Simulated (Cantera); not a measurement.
Input: 1 mol SiCl₄, 5.9 mol HCl, 5.9 mol H₂, held at 500 K and 1.20 bar.

Cantera equilibrium calculation (NASA polynomials, part measured and part estimated; ideal gas, pure solids and liquids). Candidate condensed phases: Si; 19 gas species. The numbers say what is thermodynamically allowed, not how fast it happens.

Base state: HCl 0.461, H₂ 0.461, SiCl₄ 0.0781 (mole fractions); condensed: gas only.

Problem. What changes in the equilibrium state with this change: temperature from 500 K to 1323.15 K?

Solution. 
```tsv
species	before	after
HCl	0.461	0.466
H₂	0.461	0.456
SiCl₄	0.0781	0.0722
SiCl₃	<1e-9	0.00192
SiCl₂	<1e-9	0.000278
SiHCl₃	1.24e-7	0.00358
SiH₂Cl₂	<1e-9	2.54e-5
```
The tables' values for SiCl₃ are old estimates; treat these amounts as uncertain.

Problem. What changes in the equilibrium state with this change: temperature from 500 K to 1100 K?

Solution. 
```
species   before    after
-------  -------  -------
HCl        0.461    0.462
H₂         0.461    0.460
SiCl₄     0.0781   0.0769
SiCl₃      <1e-9  8.49e-5
SiHCl₃   1.24e-7  0.00113
```
The tables' values for SiCl₃ are old estimates; treat these amounts as uncertain.
